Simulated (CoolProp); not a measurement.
Vapour-liquid equilibrium of 1-butene (1) + acetone (2) at 0.123 MPa; x and y are mole fractions of (1).

Computed with CoolProp (multi-fluid Helmholtz-energy mixture model, Lemmon 2005 and Lemmon 2006; pair parameters Bell 2016).

```json
[
 {"x": "0.05", "bubble temperature, mixture model (°C)": "44.3", "bubble temperature, Raoult's law (°C)": "54.1", "y, mixture model": "0.471", "y, Raoult's law": "0.268"},
 {"x": "0.2", "bubble temperature, mixture model (°C)": "17.8", "bubble temperature, Raoult's law (°C)": "36.6", "y, mixture model": "0.841", "y, Raoult's law": "0.677"},
 {"x": "0.35", "bubble temperature, mixture model (°C)": "8.9", "bubble temperature, Raoult's law (°C)": "24.8", "y, mixture model": "0.905", "y, Raoult's law": "0.839"},
 {"x": "0.5", "bubble temperature, mixture model (°C)": "5.5", "bubble temperature, Raoult's law (°C)": "16.2", "y, mixture model": "0.926", "y, Raoult's law": "0.916"},
 {"x": "0.65", "bubble temperature, mixture model (°C)": "3.6", "bubble temperature, Raoult's law (°C)": "9.6", "y, mixture model": "0.939", "y, Raoult's law": "0.957"},
 {"x": "0.8", "bubble temperature, mixture model (°C)": "1.9", "bubble temperature, Raoult's law (°C)": "4.4", "y, mixture model": "0.954", "y, Raoult's law": "0.981"},
 {"x": "0.95", "bubble temperature, mixture model (°C)": "-0.4", "bubble temperature, Raoult's law (°C)": "0.1", "y, mixture model": "0.984", "y, Raoult's law": "0.996"}
]
```

The largest gap from Raoult's law is -18.8 K in bubble temperature, at x = 0.2. No azeotrope shows between x = 0.05 and 0.95.

The pair parameters rest on a limited set of measurements; away from them the model extrapolates. With so large a gap from Raoult's law the liquid may split in two, which this calculation doesn't test in full.
